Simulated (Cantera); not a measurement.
Input (Python, Cantera) and output of one run.

```python
import numpy as np
import cantera as ct

gas_names = """
    CL CL2 H HCL H2 Si SiCL SiCL2 SiCL3 SiCL4 SiH SiHCL3 SiH2 SiH2CL2 SiH3 SiH3CL SiH4 Si2 Si3
""".split()
cond_names = """
    Si(cr) Si(L)
""".split()


# ... load() reads the species with a 1 bar reference pressure and builds the phases ...
atoms = {
    'Si': {'Si': 1},
    'HCl': {'H': 1, 'CL': 1},
    'H2': {'H': 2},
}
top_T = {}  # K; cautious upper limits of use, not melting points


# ... equilibrate(T, P, feed) seeds the gas with the atoms and calls Mixture.equilibrate('TP', solver="vcs", rtol=1e-11, max_steps=5000) ...
results = []
feed = {'Si': 1, 'HCl': 0.71, 'H2': 1.5}  # mol
P = 970000  # Pa
for T in [525, 600, 675, 750, 825, 900, 975, 1050, 1125, 1200, 1275, 1350, 1425]:
    mix = equilibrate(T, P, feed)
    results.append((T, P, feed, dict(zip(mix.species_names, mix.species_moles))))

top = {s: max(r[3][s] / sum(r[3][g] for g in gas_names) for r in results) for s in gas_names}
cols = sorted((s for s in top if top[s] > 1e-05), key=lambda s: -top[s])[:8]
seen = [c for c in cond_names if any(r[3].get(c, 0) > 1e-12 for r in results)]
print("log10 of partial pressures in bar; condensed amounts in mol")
print(f"{'T/K':>10s}" + "".join(f"{s[:9]:>10s}" for s in cols + seen))
for T, P, feed, n in results:
    ng = sum(n[g] for g in gas_names)
    print(f"{T:10.4g}" + "".join(f"{np.log10(max(n[s] / ng * P / 1e5, 1e-99)):10.3f}" for s in cols)
          + "".join(f"{n.get(c, 0):10.4g}" for c in seen))
```

Result:

```
log10 of partial pressures in bar; condensed amounts in mol
       T/K        H2    SiHCL3       HCL     SiCL4     SiCL2     SiCL3   SiH2CL2    SiH3CL    Si(cr)
       525     0.938    -0.223    -4.685    -0.403   -10.869    -7.525    -1.460    -3.447     0.788
       600     0.938    -0.234    -3.784    -0.395    -8.860    -6.201    -1.373    -3.222     0.788
       675     0.938    -0.245    -3.085    -0.387    -7.302    -5.173    -1.312    -3.057    0.7881
       750     0.938    -0.256    -2.529    -0.379    -6.059    -4.352    -1.267    -2.930    0.7883
       825     0.938    -0.267    -2.076    -0.373    -5.047    -3.683    -1.234    -2.831    0.7888
       900     0.937    -0.277    -1.701    -0.369    -4.206    -3.127    -1.208    -2.752    0.7896
       975     0.937    -0.288    -1.385    -0.367    -3.499    -2.659    -1.189    -2.687    0.7909
      1050     0.936    -0.301    -1.117    -0.370    -2.898    -2.263    -1.176    -2.635     0.793
      1125     0.934    -0.318    -0.887    -0.378    -2.381    -1.925    -1.168    -2.592    0.7958
      1200     0.931    -0.340    -0.689    -0.395    -1.936    -1.637    -1.168    -2.559    0.7995
      1275     0.927    -0.371    -0.520    -0.423    -1.553    -1.395    -1.176    -2.535    0.8036
      1350     0.922    -0.414    -0.375    -0.469    -1.223    -1.195    -1.195    -2.522    0.8076
      1425     0.916    -0.474    -0.253    -0.537    -0.943    -1.038    -1.227    -2.519    0.8106
```

Method: chemical equilibrium by Gibbs-energy minimisation in Cantera with the NASA 1993 tables (ideal gas, pure condensed phases). The tables' values for SiCl3 are old estimates; treat these amounts as uncertain.
